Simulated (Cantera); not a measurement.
A Cantera script and what it prints.

```python
import numpy as np
import cantera as ct

gas_names = """
    CL CL2 H HCL H2 N NH NH2 NH3 N2 N2H2 N2H4 Si SiCL SiCL2 SiCL3 SiCL4 SiH SiHCL3 SiH2 SiH2CL2 SiH3
    SiH3CL SiH4 SiN Si2 Si2N Si3
""".split()
cond_names = """
    NH4CL(a) NH4CL(b) Si(cr) Si(L) Si3N4(a)
""".split()


# ... load() reads the species with a 1 bar reference pressure and builds the phases ...
atoms = {
    'SiH2Cl2': {'Si': 1, 'H': 2, 'CL': 2},
    'N2': {'N': 2},
}
top_T = {'Si3N4(a)': 2400}  # K; cautious upper limits of use, not melting points


# ... equilibrate(T, P, feed) seeds the gas with the atoms and calls Mixture.equilibrate('TP', solver="vcs", rtol=1e-11, max_steps=5000) ...
results = []
T = 1823  # K
P = 4800  # Pa
for m in [0.34, 0.55, 0.89, 1.4, 2.3, 3.8, 6.1, 10, 16]:
    feed = {'SiH2Cl2': 1, 'N2': m}  # mol
    mix = equilibrate(T, P, feed)
    results.append((T, P, feed, dict(zip(mix.species_names, mix.species_moles))))

top = {s: max(r[3][s] / sum(r[3][g] for g in gas_names) for r in results) for s in gas_names}
cols = sorted((s for s in top if top[s] > 1e-05), key=lambda s: -top[s])[:6]
seen = [c for c in cond_names if any(r[3].get(c, 0) > 1e-12 for r in results)]
print("log10 of partial pressures in bar; condensed amounts in mol")
print(f"{'n(N2)':>10s}" + "".join(f"{s[:9]:>10s}" for s in cols + seen))
for T, P, feed, n in results:
    ng = sum(n[g] for g in gas_names)
    print(f"{feed['N2']:10.4g}" + "".join(f"{np.log10(max(n[s] / ng * P / 1e5, 1e-99)):10.3f}" for s in cols)
          + "".join(f"{n.get(c, 0):10.4g}" for c in seen))
```

Output:

```
log10 of partial pressures in bar; condensed amounts in mol
     n(N2)        N2        H2     SiCL2       HCL     SiCL3         H     Si(L)  Si3N4(a)
      0.34    -2.154    -1.794    -1.817    -2.044    -3.303    -4.260    0.2326         0
      0.55    -1.983    -1.832    -1.853    -2.081    -3.359    -4.279    0.2321         0
      0.89    -1.888    -1.863    -1.884    -2.110    -3.402    -4.295         0   0.07756
       1.4    -1.737    -1.948    -1.969    -2.144    -3.479    -4.337         0   0.08442
       2.3    -1.607    -2.064    -2.085    -2.217    -3.610    -4.396         0    0.0905
       3.8    -1.510    -2.208    -2.226    -2.327    -3.790    -4.467         0   0.09509
       6.1    -1.445    -2.364    -2.380    -2.460    -3.998    -4.545         0   0.09812
        10    -1.399    -2.543    -2.556    -2.623    -4.248    -4.635         0    0.1002
        16    -1.371    -2.725    -2.736    -2.794    -4.508    -4.726         0    0.1014
```

Method: chemical equilibrium by Gibbs-energy minimisation in Cantera with the NASA 1993 tables (ideal gas, pure condensed phases). The tables' values for SiCl3, SiCl are old estimates; treat these amounts as uncertain. Gases not in the tables: Si2H6 and higher silanes.
